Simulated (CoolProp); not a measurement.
Vapour-liquid equilibrium of propane (1) + toluene (2) at 334.1 K; x and y are mole fractions of (1).

Model: multi-fluid Helmholtz-energy mixture model, Lemmon 2009 and Lemmon 2006; pair parameters Bell 2016, in CoolProp.

```csv
x,bubble pressure (kPa),y at the bubble point,dew pressure at overall composition x (kPa),liquid density (mol/L)
0.05,172.4,0.887,20.27,9.095
0.2,596.4,0.967,24.09,9.408
0.35,947.7,0.979,29.67,9.706
0.5,1228,0.985,38.59,9.970
0.65,1463,0.988,55.18,10.16
0.8,1699,0.991,96.76,10.21
0.95,2011,0.997,392.1,9.924
```

No azeotrope shows between x = 0.05 and 0.95.

The pair parameters rest on a limited set of measurements; away from them the model extrapolates. The gap from Raoult's law changes sign with composition, which may be real or a fault of the pair parameters; it wasn't checked against measurements.
